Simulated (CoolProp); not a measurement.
Properties of water along the isobar 6.03 bar (Tc = 373.9 °C, pc = 220.6 bar, ω = 0.344).

Model: reference Helmholtz-energy equation of state, Wagner 2002, in CoolProp.

```csv
T (°C),phase,density (kg/m³),cp (kJ/(kg K)),isothermal compressibility (1/MPa),viscosity (µPa s),Prandtl number
367.15,gas,2.060,2.091,1.674,23.1,0.936
383.75,gas,2.006,2.096,1.673,23.8,0.934
400.35,gas,1.955,2.103,1.672,24.5,0.931
416.95,gas,1.907,2.110,1.670,25.1,0.929
433.55,gas,1.861,2.117,1.669,25.8,0.926
450.15,gas,1.817,2.126,1.668,26.5,0.924
466.75,gas,1.776,2.134,1.667,27.2,0.922
483.35,gas,1.736,2.143,1.667,27.9,0.920
499.95,gas,1.698,2.153,1.666,28.6,0.918
516.55,gas,1.661,2.162,1.665,29.2,0.917
```

Viscosity comes from a separate model (Huber 2009). Thermal conductivity comes from a separate model (Huber 2012).
